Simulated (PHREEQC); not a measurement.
Consider water at 25 °C and 50 atm with 0.014 mol KHF2 per kg of water. Closed to the air; pH follows from the charge balance.

The numbers come from PHREEQC with the ion-association model, phreeqc.dat.

No solid was allowed to form.

Problem. Order these F species by the share of F that they hold, largest first: HF, F-, HF2-.

Solution. F- (50 %), HF (45 %), HF2- (4.8 %)

The pH is 3.16 and the ionic strength 0.0148 mol/kgw. Under pressure, the constants of complexes without a molar volume in the database are unreliable.
